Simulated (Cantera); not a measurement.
Feed: 1 mol Fe(CO)₅, 0.74 mol O₂, 5.5 mol H₂, held at 1375 K and 1.70 bar.

Cantera equilibrium calculation (NASA polynomials, part measured and part estimated; ideal gas, pure solids and liquids). Candidate condensed phases: C, C₆H₆, C₇H₈, C₈H₁₈, Fe, Fe(CO)₅, FeO, Fe(OH)₂, Fe(OH)₃, Fe₂O₃, Fe₃O₄, H₂O; 114 gas species. The numbers say what is thermodynamically allowed, not how fast it happens.

Base state: CO 0.430, H₂ 0.429, H₂O 0.0949, CO₂ 0.0461, CH₄ 2.37e-5 (mole fractions); condensed: Fe(γ).

Task: What changes in the equilibrium state with this change: H₂ from 5.5 to 0.5 mol?

Result: 
```csv
species,before,after
CO,0.430,0.773
CO₂,0.0461,0.136
H₂,0.429,0.0667
H₂O,0.0949,0.0242
CH₄,2.37e-5,6.25e-7
"Fe(γ), mol",1.000,0.401
"FeO(s), mol",0,0.599
```
Mutual solubility and eutectic melting of coexisting phases are not modelled. The tables' stoichiometric FeO is somewhat more stable than real wüstite, so its field is too wide. FeO: taken at fixed stoichiometry.
